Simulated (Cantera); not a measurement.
Charge: 1 mol SO₂, 0.78 mol H₂O, at 1823 K and 10000 Pa.

These are equilibrium values from Cantera (NASA tables, ideal gas, pure condensed phases), not measurements of a reactor. Candidate condensed phases: H₂O, H₂SO₄, S; 19 gas species. Kinetics and transport are ignored.

Base state: SO₂ 0.559, H₂O 0.435, H₂ 0.00235, O₂ 0.00152, SO 0.00116, OH 0.000855, SO₃ 6.69e-5, H 6.64e-5 (mole fractions); condensed: gas only.

What changes in the equilibrium state with this change: temperature from 1823 K to 2723 K?


```
species    before     after
-------  --------  --------
SO₂         0.559     0.385
H₂O         0.435     0.268
SO        0.00116    0.0903
O         1.86e-5    0.0309
H         6.64e-5    0.0460
OH       0.000855    0.0584
O₂        0.00152    0.0606
H₂        0.00235    0.0552
S         9.29e-7   0.00487
S₂        1.08e-7  0.000221
SH        7.41e-7  0.000806
S₂O       1.19e-7   2.68e-5
H₂S       2.45e-7   3.61e-5
```
